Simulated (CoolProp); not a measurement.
R227EA at 301.9 K and 0.334 MPa is throttled through a valve to 0.2 MPa with no heat exchange. Each further row changes one setting.

Values from CoolProp's reference Helmholtz-energy equation of state, Lemmon 2016.

```csv
case,temperature change (K),final density (kg/m³)
as stated,___,___
outlet pressure 0.06 MPa,-5.1,___
outlet pressure 0.26 MPa,___,19.1
```

**Question.** Some entries are withheld; supply them.

**Answer.** 
- as stated, temperature change (K): -2.6
- as stated, final density (kg/m³): 14.5
- outlet pressure 0.06 MPa, final density (kg/m³): 4.20
- outlet pressure 0.26 MPa, temperature change (K): -1.4
